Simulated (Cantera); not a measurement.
Charge: 1 mol Si, 2 mol Cl₂, 1.3 mol O₂, equilibrated at 1 atm.

Method: chemical equilibrium by Gibbs-energy minimisation in Cantera with the NASA 1993 tables (ideal gas, pure condensed phases). Candidate condensed phases: Si, SiO₂; 15 gas species. The tables hold silica as quartz up to 1696 K and as liquid above; real silica turns to tridymite and cristobalite and melts near 1996 K. The numbers say what is thermodynamically allowed, not how fast it happens.

x: gas mole fraction; n: condensed amount in mol.

```json
[
 {"T (K)": "1100", "x Cl₂": "0.868", "x Cl": "0.00140", "x O₂": "0.130", "x ClO": "2.47e-5", "x SiCl₄": "3.28e-9", "x O": "8.95e-10", "n SiO₂(β-quartz)": "1.00", "n SiO₂(condensed)": "0"},
 {"T (K)": "1175", "x Cl₂": "0.866", "x Cl": "0.00335", "x O₂": "0.130", "x ClO": "5.03e-5", "x SiCl₄": "1.81e-8", "x O": "5.23e-9", "n SiO₂(β-quartz)": "1.00", "n SiO₂(condensed)": "0"},
 {"T (K)": "1250", "x Cl₂": "0.863", "x Cl": "0.00720", "x O₂": "0.130", "x ClO": "9.37e-5", "x SiCl₄": "8.11e-8", "x O": "2.48e-8", "n SiO₂(β-quartz)": "1.00", "n SiO₂(condensed)": "0"},
 {"T (K)": "1325", "x Cl₂": "0.856", "x Cl": "___", "x O₂": "0.129", "x ClO": "___", "x SiCl₄": "___", "x O": "___", "n SiO₂(β-quartz)": "1.000", "n SiO₂(condensed)": "0"},
 {"T (K)": "1400", "x Cl₂": "0.845", "x Cl": "0.0260", "x O₂": "0.129", "x ClO": "0.000264", "x SiCl₄": "9.78e-7", "x O": "3.37e-7", "n SiO₂(β-quartz)": "1.000", "n SiO₂(condensed)": "0"},
 {"T (K)": "1475", "x Cl₂": "0.828", "x Cl": "0.0445", "x O₂": "0.127", "x ClO": "0.000406", "x SiCl₄": "2.75e-6", "x O": "1.02e-6", "n SiO₂(β-quartz)": "1.000", "n SiO₂(condensed)": "0"},
 {"T (K)": "1550", "x Cl₂": "0.802", "x Cl": "0.0720", "x O₂": "0.125", "x ClO": "0.000593", "x SiCl₄": "6.85e-6", "x O": "2.75e-6", "n SiO₂(β-quartz)": "1.000", "n SiO₂(condensed)": "0"},
 {"T (K)": "1625", "x Cl₂": "0.766", "x Cl": "___", "x O₂": "0.123", "x ClO": "___", "x SiCl₄": "___", "x O": "___", "n SiO₂(β-quartz)": "1.000", "n SiO₂(condensed)": "0"},
 {"T (K)": "1700", "x Cl₂": "0.718", "x Cl": "0.162", "x O₂": "0.119", "x ClO": "0.00110", "x SiCl₄": "3.04e-5", "x O": "1.53e-5", "n SiO₂(β-quartz)": "0", "n SiO₂(condensed)": "1.000"}
]
```

**Question.** What belongs in the gaps?

**Answer.** 
- 1625, x Cl: 0.111
- 1625, x ClO: 0.000827
- 1625, x SiCl₄: 1.52e-5
- 1625, x O: 6.78e-6
- 1325, x Cl: 0.0142
- 1325, x ClO: 0.000162
- 1325, x SiCl₄: 3.04e-7
- 1325, x O: 9.84e-8
